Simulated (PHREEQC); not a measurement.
0.42 g of hydrous ferric oxide (600 m²/g; 0.2 weak and 0.005 strong sites per Fe, Dzombak-Morel constants, diffuse double layer) in 1 kg of water with 0.01 mol/kgw of an inert sodium salt and 0.83 mmol/kgw Na2HAsO4, 0.049 mmol/kgw ZnSO4 and 0.0071 mmol/kgw CaCl2, at 25 °C; the pH is set by adding NaOH or the inert anion's acid. Oxygen alone is held at its pressure in air (log pO2 = -0.68). The system is closed to CO2. Nothing may precipitate in this run.

The series has 13 steps of pH, from 4 to 12.

All values are PHREEQC results (ion-association model, wateq4f.dat), not measurements.

Problem. Near which pH is half of the As sorbed, and on which side is more sorbed?

Solution. Near pH 8.4, with more sorbed at lower pH.

Problem. Near which pH is half of the Zn sorbed, and on which side is more sorbed?

Solution. Near pH 6.1, with more sorbed at higher pH.

Problem. Near which pH is half of the Ca sorbed, and on which side is more sorbed?

Solution. Near pH 7.8, with more sorbed at higher pH.

Species that the database lacks are ignored. The database has no arsenate complexes of Zn, Ca.
